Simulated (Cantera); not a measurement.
Feed: 1 mol CH3Cl, 0.89 mol CH4, 11 mol H2, at 0.100 bar.

These are equilibrium values from Cantera (NASA tables, ideal gas, pure condensed phases), not measurements of a reactor. Candidate condensed phases: C, C6H6, C7H8, C8H18; 103 gas species. Ions and electrons are included (thermal ionisation). Rates play no part.

At 4250 K, list the 6 most abundant gas species with their mole fractions, and the condensed phases.

H 0.896, C 0.0538, Cl 0.0316, H2 0.0139, C2 0.00261, HCl 0.000760. Condensed: gas only.
